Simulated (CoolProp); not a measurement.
Vapour-liquid equilibrium of nitrogen (1) + carbon monoxide (2) at 2 bar; x and y are mole fractions of (1).

Computed with CoolProp (multi-fluid Helmholtz-energy mixture model, Span 2000 and Lemmon 2006; pair parameters Gernert 2013).

| x | bubble temperature, mixture model (°C) | bubble temperature, Raoult's law (°C) | y, mixture model | y, Raoult's law |
|---|---|---|---|---|
| 0.05 | -185.3 | -185.3 | 0.077 | 0.075 |
| 0.125 | -185.8 | -185.7 | 0.184 | 0.180 |
| 0.2 | -186.2 | -186.1 | 0.283 | 0.278 |
| 0.275 | -186.7 | -186.4 | 0.373 | 0.370 |
| 0.35 | -187.0 | -186.8 | 0.457 | 0.455 |
| 0.425 | -187.4 | -187.2 | 0.534 | 0.535 |
| 0.5 | -187.8 | -187.5 | 0.605 | 0.609 |
| 0.575 | -188.1 | -187.8 | 0.672 | 0.679 |
| 0.65 | -188.4 | -188.1 | 0.734 | 0.744 |
| 0.725 | -188.7 | -188.5 | 0.794 | 0.805 |
| 0.8 | -188.9 | -188.8 | 0.851 | 0.863 |
| 0.875 | -189.2 | -189.1 | 0.907 | 0.917 |
| 0.95 | -189.4 | -189.3 | 0.963 | 0.968 |

The largest gap from Raoult's law is -0.3 K in bubble temperature, at x = 0.5. No azeotrope shows between x = 0.05 and 0.95.

The pair parameters rest on a limited set of measurements; away from them the model extrapolates.
